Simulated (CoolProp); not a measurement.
A Linde-Hampson liquefier for methane: isothermal reversible compression at 280 K from 1 atm to 10 MPa, throttling to 1 atm, return gas leaving the recuperator 5 K below the feed. Each further row changes one setting.

The numbers come from the reference Helmholtz-energy equation of state, Setzmann 1991 in CoolProp.

| case | liquid yield per pass | compression work (kJ/kg of gas) |
|---|---|---|
| as stated | ___ | 636 |
| high pressure 20 MPa | ___ | ___ |
| warm-end temperature 310 K | 0.087 | 716 |
| warm-end gap 10 K | ___ | 636 |

Problem. Some entries are withheld; supply them.

Solution. 
- as stated, liquid yield per pass: 0.123
- high pressure 20 MPa, liquid yield per pass: 0.229
- high pressure 20 MPa, compression work (kJ/kg of gas): 714
- warm-end gap 10 K, liquid yield per pass: 0.112
